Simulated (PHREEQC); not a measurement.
1 kg of water holding 0.23 mol MgSO4, 0.26 mol KCl and 0.34 mol MgCl2 is evaporated at 75 °C; the solids stay in contact with the brine. CO2 from the air is kept out. The run lets Arcanite, Bischofite, Brucite, Carnallite, Epsomite, Hexahydrite, Kainite, Kieserite, Leonite, Misenite, Schoenite, Sylvite, MgCl2_4H2O precipitate or redissolve, and no other solid.

Equilibrium calculation in PHREEQC: Pitzer model, pitzer.dat.

| water left (kg) | ionic strength | water activity | Carnallite (mol) | Kieserite (mol) |
|---|---|---|---|---|
| 1 | 2.20 | 0.971 | 0 | 0 |
| 0.6755 | 3.26 | 0.955 | 0 | 0 |
| 0.5552 | 3.96 | 0.943 | 0 | 0 |
| 0.375 | 5.87 | 0.906 | 0 | 0 |
| 0.2533 | 8.68 | 0.841 | 0 | 0 |
| 0.2082 | 10.6 | 0.793 | 0 | 0 |
| 0.1407 | 15.6 | 0.652 | 0 | 0 |
| 0.09209 | 15.7 | 0.552 | 0 | 0.162 |
| 0.07443 | 16.3 | 0.483 | 0 | 0.203 |
| 0.02428 | 16.5 | 0.473 | 0.226 | 0.222 |

Kieserite from water left = 0.114 kg; Sylvite from water left = 0.09209 kg; Carnallite from water left = 0.04767 kg.

Constants without temperature data keep their 25 °C values here.
